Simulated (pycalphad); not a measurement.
CALPHAD calculation (pycalphad, COST 507 light-alloy database (1999)), 1 atm. The data set is of 1999 and partly superseded. The system is extrapolated from its subsystems; higher-order compounds may be missing. Amounts are mole fractions of atoms.

**Question.** Give the equilibrium state of Al-3.32Si-0.84Sn (at.%) at 850 K.

**Answer.** 
```
T = 850.00 K, P = 101325 Pa, N = 1 mol of atoms
G = -33086 J/mol, H = 19437 J/mol, S = 61.79 J/(mol K)  (SER reference)
chemical potentials (J/mol): Al -33060, Si -25395, Sn -66534
phase             fraction      x(Al)      x(Si)      x(Sn)
FCC_A1              0.7382     0.9875     0.0116   0.000935
LIQUID              0.2618     0.8765     0.0941     0.0294
```

**Question.** Give the equilibrium state of Al-3.32Si-0.84Sn (at.%) at 600 K.

**Answer.** fcc, fraction 0.959, with 0.09 Si, 0.02 Sn at.%; diamond (Si), fraction 0.032, with >99.99 Si, <0.01 Sn at.%; liquid, fraction 0.009, with <0.01 Si, 94.1 Sn at.%.

FCC_A1 is fcc.
